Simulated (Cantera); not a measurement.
A closed system holds: 1 mol CCl4, 4.3 mol H2, held at 2300 K and 2.40 Pa.

Method: chemical equilibrium by Gibbs-energy minimisation in Cantera with the NASA 1993 tables (ideal gas, pure condensed phases). Candidate condensed phases: C, C6H6, C7H8, C8H18; 91 gas species. The numbers say what is thermodynamically allowed, not how fast it happens.

Base state: H 0.557, Cl 0.302, H2 0.0796, HCl 0.0598, C3 0.000697, C 0.000349, C2H2 (acetylene) 0.000344, C2H 0.000109 (mole fractions); condensed: C(graphite).

Task: What changes in the equilibrium state with this change: H2 from 4.3 to 0.49 mol?

Result: 
```csv
species,before,after
Cl,0.302,0.799
H,0.557,0.151
HCl,0.0598,0.0430
H2,0.0796,0.00587
C2H2 (acetylene),0.000344,2.54e-5
C2H,0.000109,2.95e-5
C,0.000349,0.000349
"C(graphite), mol",0.961,0.987
```

Task: What changes in the equilibrium state with this change: H2 from 4.3 to 0.11 mol?

Result: 
| species | before | after |
|---|---|---|
| Cl | 0.302 | 0.946 |
| H | 0.557 | 0.0389 |
| HCl | 0.0598 | 0.0131 |
| H2 | 0.0796 | 0.000388 |
| C2H2 (acetylene) | 0.000344 | 1.68e-6 |
| C2H | 0.000109 | 7.59e-6 |
| C | 0.000349 | 0.000349 |
| C2 | 6.19e-5 | 6.19e-5 |
| C(graphite), mol | 0.961 | 0.989 |
